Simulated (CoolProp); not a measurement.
Vapour-liquid equilibrium of carbon dioxide (1) + R123 (2) at 254 K; x and y are mole fractions of (1).

Computed with CoolProp (multi-fluid Helmholtz-energy mixture model, Span 1996 and Younglove 1994; pair parameters Bell 2016).

```
x      bubble pressure (bar)  y at the bubble point  dew pressure at overall composition x (bar)  liquid density (mol/L)
-----  ---------------------  ---------------------  -------------------------------------------  ----------------------
0.05                  0.8622                  0.857                                       0.1323                   10.63
0.125                  1.921                  0.938                                       0.1436                   11.20
0.2                    2.980                  0.962                                       0.1571                   11.81
0.275                  4.085                  0.974                                       0.1733                   12.49
0.35                   5.273                  0.981                                       0.1932                   13.22
0.425                  6.571                  0.986                                       0.2183                   14.03
0.5                    7.997                  0.989                                       0.2508                   14.92
0.575                  9.560                  0.992                                       0.2948                   15.90
0.65                   11.26                  0.994                                       0.3573                   16.97
0.725                  13.07                  0.996                                       0.4535                   18.16
0.8                    14.97                  0.997                                       0.6206                   19.46
0.875                  16.93                  0.998                                       0.9819                   20.87
0.95                   18.90                  0.999                                        2.336                   22.36
```

No azeotrope shows between x = 0.05 and 0.95.

Pair parameters are fitted to limited data, so mixtures are less certain than the pure fluids.
